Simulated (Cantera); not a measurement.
A Cantera script and its output.

```python
import numpy as np
import cantera as ct

gas = ct.Solution("gri30.yaml")
gas.TPX = 1375, 730000, {'CH4': 3.9, 'H2O': 2.1}
reactor = ct.IdealGasConstPressureReactor(gas, energy="off", clone=False)
net = ct.ReactorNet([reactor])
net.rtol, net.atol = 1e-08, 1e-18
show = ['CH4', 'H2O', 'H2O2', 'O2', 'CO', 'C2H']
times = np.geomspace(0.0004, 10, 14)

steps = ct.SolutionArray(gas, extra=["t"])
rows = []
print(f"{'t/s':>10s}{'T/K':>9s}{'P/Pa':>11s}" + "".join(f"{s:>11s}" for s in show))
for t in times:
    while net.time < t:
        t_next = net.step()
        steps.append(gas.state, t=t_next)
    rows.append([np.interp(t, steps.t, y) for y in (steps.T, steps.P, *steps(*show).X.T)])
    print(f"{t:10.3e}{rows[-1][0]:9.1f}{rows[-1][1]:11.4g}" + "".join(f"{x:11.3e}" for x in rows[-1][2:]))
rate = np.gradient(steps.T, steps.t)
print("integrator steps:", len(steps.t))
if steps.T.max() > steps.T[0] + 200:
    print(f"time of steepest temperature rise: {steps.t[rate.argmax()]:.4e} s")
gas.TPX = 1375, 730000, {'CH4': 3.9, 'H2O': 2.1}
gas.equilibrate("TP")
print(f"equilibrium (TP): T = {gas.T:.1f} K  " + "  ".join(f"{s} {gas[s].X[0]:.3e}" for s in show))
```

Output:

```
       t/s      T/K       P/Pa        CH4        H2O       H2O2         O2         CO        C2H
 4.000e-04   1375.0    7.3e+05  6.499e-01  3.500e-01  2.724e-15  3.490e-17  1.727e-10  1.198e-18
 8.717e-04   1375.0    7.3e+05  6.498e-01  3.500e-01  2.906e-15  9.298e-17  1.121e-09  8.778e-18
 1.900e-03   1375.0    7.3e+05  6.496e-01  3.500e-01  3.290e-15  2.379e-16  6.904e-09  6.711e-17
 4.140e-03   1375.0    7.3e+05  6.492e-01  3.500e-01  4.063e-15  6.402e-16  4.511e-08  6.104e-16
 9.021e-03   1375.0    7.3e+05  6.481e-01  3.499e-01  5.432e-15  1.896e-15  3.163e-07  6.727e-15
 1.966e-02   1375.0    7.3e+05  6.454e-01  3.497e-01  7.146e-15  5.876e-15  2.029e-06  7.711e-14
 4.284e-02   1375.0    7.3e+05  6.391e-01  3.488e-01  7.995e-15  1.544e-14  9.197e-06  6.753e-13
 9.336e-02   1375.0    7.3e+05  6.246e-01  3.463e-01  7.660e-15  2.523e-14  2.918e-05  3.738e-12
 2.035e-01   1375.0    7.3e+05  5.945e-01  3.405e-01  6.970e-15  1.854e-14  9.003e-05  1.298e-11
 4.434e-01   1375.0    7.3e+05  5.409e-01  3.304e-01  6.766e-15  8.905e-15  3.028e-04  2.821e-11
 9.663e-01   1375.0    7.3e+05  4.646e-01  3.171e-01  9.402e-15  6.583e-15  9.923e-04  4.997e-11
 2.106e+00   1375.0    7.3e+05  4.161e-01  3.061e-01  1.327e-14  6.980e-15  2.939e-03  6.754e-11
 4.589e+00   1375.0    7.3e+05  4.143e-01  2.964e-01  1.247e-14  6.613e-15  6.584e-03  6.253e-11
 1.000e+01   1375.0    7.3e+05  4.172e-01  2.794e-01  1.041e-14  5.888e-15  1.298e-02  5.112e-11
integrator steps: 1175
equilibrium (TP): T = 1375.0 K  CH4 1.745e-01  H2O 3.319e-04  H2O2 5.179e-21  O2 3.737e-21  CO 2.053e-01  C2H 2.322e-13
```

Model: GRI-Mech 3.0 (53 species, 325 reactions), integrated in Cantera. GRI-Mech 3.0 stops at C3 and has no aromatics, soot or wall deposition, so with more carbon than oxygen in the feed, carbon stays in small species such as C2H2 where larger ones or solid carbon would form.
